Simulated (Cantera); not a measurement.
Feed: 1 mol CO, 2.2 mol H₂O, 20 mol H₂, held at 3048 K and 0.510 Torr.

These are equilibrium values from Cantera (NASA tables, ideal gas, pure condensed phases), not measurements of a reactor. Candidate condensed phases: C, C₆H₆, C₇H₈, C₈H₁₈, H₂O; 110 gas species. Equilibrium is a limit: real reactors are often held back by kinetics, nucleation or transport.

Base state: H 0.915, O 0.0454, CO 0.0214, H₂ 0.0171, OH 0.00139, O₂ 7.92e-5, H₂O 7.54e-5, CO₂ 1.26e-5 (mole fractions); condensed: gas only.

### Question
What changes in the equilibrium state with this change: temperature from 3048 K to 2873 K?

### Answer
| species | before | after |
|---|---|---|
| H | 0.915 | 0.882 |
| H₂ | 0.0171 | 0.0478 |
| O | 0.0454 | 0.0436 |
| OH | 0.00139 | 0.00381 |
| CO | 0.0214 | 0.0221 |
| H₂O | 7.54e-5 | 0.000689 |
| CO₂ | 1.26e-5 | 4.46e-5 |
| O₂ | 7.92e-5 | 0.000251 |
